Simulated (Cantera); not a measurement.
A Cantera script and its output.

```python
import numpy as np
import cantera as ct

surf = ct.Interface("ptcombust.yaml", "Pt_surf")
gas = surf.adjacent["gas"]
gas.TPX = 825, 100000, {'CO': 0.017, 'O2': 0.064, 'N2': 0.79, 'H2O': 0.016}
surf.TP = 825, 100000
reactor = ct.FlowReactor(gas, clone=False)
reactor.area = 0.0001  # m2
reactor.surface_area_to_volume_ratio = 520  # 1/m
reactor.mass_flow_rate = 1.1 * reactor.area * gas.density  # inlet velocity 1.1 m/s
reactor.energy_enabled = False
wall = ct.ReactorSurface(surf, reactor, clone=False)
net = ct.ReactorNet([reactor])
net.rtol, net.atol = 1e-8, 1e-16
show, cover = ['CO', 'O2', 'H2O', 'CO2'], ['PT(S)', 'H(S)', 'O(S)', 'OH(S)', 'CO(S)', 'C(S)']

rows = []
print(f"{'z/m':>9s}{'u/(m/s)':>9s}" + "".join(f"{s:>13s}" for s in show + cover))
for z in [5.8e-05, 0.00012, 0.00027, 0.00058, 0.0012, 0.0027, 0.0058]:
    net.advance(z)
    rows.append([reactor.speed, *gas[show].X, *surf[cover].coverages])
    print(f"{z:9.4g}{rows[-1][0]:9.3g}" + "".join(f"{x:13.4e}" for x in rows[-1][1:]))
```

Result:

```
      z/m  u/(m/s)           CO           O2          H2O          CO2        PT(S)         H(S)         O(S)        OH(S)        CO(S)         C(S)
  5.8e-05      1.1   1.8011e-02   7.1613e-02   1.8049e-02   1.1655e-03   1.8600e-01   9.2528e-07   1.3086e-02   6.2181e-04   8.0028e-01   6.5183e-11
  0.00012      1.1   1.6691e-02   7.0994e-02   1.8061e-02   2.4989e-03   1.9388e-01   9.4370e-07   1.4259e-02   6.6290e-04   7.9118e-01   6.1650e-11
  0.00027      1.1   1.2938e-02   6.9236e-02   1.8095e-02   6.2876e-03   2.2362e-01   1.0043e-06   1.9355e-02   8.3023e-04   7.5618e-01   5.0066e-11
  0.00058     1.09   2.7534e-03   6.4466e-02   1.8188e-02   1.6571e-02   9.7713e-02   4.2737e-08   8.9628e-01   3.7442e-03   2.2608e-03   1.4125e-15
   0.0012     1.09   1.4981e-03   6.3878e-02   1.8199e-02   1.7839e-02   7.1361e-02   2.6267e-08   9.2475e-01   3.2512e-03   6.3692e-04   2.8166e-16
   0.0027     1.09   5.5449e-04   6.3436e-02   1.8208e-02   1.8791e-02   6.2283e-02   2.1311e-08   9.3448e-01   3.0540e-03   1.7780e-04   6.7911e-17
   0.0058     1.09   9.8169e-05   6.3222e-02   1.8212e-02   1.9252e-02   5.9103e-02   1.9666e-08   9.3788e-01   2.9808e-03   2.8248e-05   1.0201e-17
```

Model: Deutschmann's 1995 Pt surface mechanism with GRI-Mech 3.0 gas chemistry, integrated in Cantera. Catalytic surfaces can have several steady states; this one follows from the mechanism file's or the stated starting coverage. Mass transfer to the wall is taken as infinitely fast.
